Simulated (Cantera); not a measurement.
A perfectly stirred reactor is fed with CH4 : H2O : H2 = 1 : 0.31 : 0.11 (molar parts), at 0.390 bar; it is held at 1725 K, and followed from long to short residence time.

Model: GRI-Mech 3.0 (53 species, 325 reactions), integrated in Cantera. GRI-Mech 3.0 stops at C3 and has no aromatics, soot or wall deposition, so with more carbon than oxygen in the feed, carbon stays in small species such as C2H2 where larger ones or solid carbon would form.

What does this change do: pressure from 0.390 bar to 6.30 bar?


```tsv
quantity	before	after
x(CH4) at τ = 3.60 s	0.0249	0.104
x(H2O) at τ = 3.60 s	0.0236	0.0101
x(H2) at τ = 3.60 s	0.724	0.672
x(C2H) at τ = 3.60 s	2.80e-7	4.67e-8
x(C2H2) at τ = 3.60 s	0.131	0.0819
x(CH4) at τ = 87.0 ms	0.139	0.134
x(H2O) at τ = 87.0 ms	0.129	0.0980
x(H2) at τ = 87.0 ms	0.561	0.584
x(C2H) at τ = 87.0 ms	3.04e-7	7.22e-8
x(C2H2) at τ = 87.0 ms	0.153	0.123
```

What does this change do: pressure from 0.390 bar to 10.0 bar?


```tsv
quantity	before	after
x(CH4) at τ = 3.60 s	0.0249	0.138
x(H2O) at τ = 3.60 s	0.0236	0.00945
x(H2) at τ = 3.60 s	0.724	0.646
x(C2H) at τ = 3.60 s	2.80e-7	3.04e-8
x(C2H2) at τ = 3.60 s	0.131	0.0658
x(CH4) at τ = 87.0 ms	0.139	0.163
x(H2O) at τ = 87.0 ms	0.129	0.0955
x(H2) at τ = 87.0 ms	0.561	0.564
x(C2H) at τ = 87.0 ms	3.04e-7	5.09e-8
x(C2H2) at τ = 87.0 ms	0.153	0.105
```

What does this change do: pressure from 0.390 bar to 3.20 bar?


```tsv
quantity	before	after
x(CH4) at τ = 3.60 s	0.0249	0.0643
x(H2O) at τ = 3.60 s	0.0236	0.0116
x(H2) at τ = 3.60 s	0.724	0.702
x(C2H) at τ = 3.60 s	2.80e-7	7.95e-8
x(C2H2) at τ = 3.60 s	0.131	0.102
x(CH4) at τ = 87.0 ms	0.139	0.113
x(H2O) at τ = 87.0 ms	0.129	0.104
x(H2) at τ = 87.0 ms	0.561	0.597
x(C2H) at τ = 87.0 ms	3.04e-7	1.11e-7
x(C2H2) at τ = 87.0 ms	0.153	0.140
```
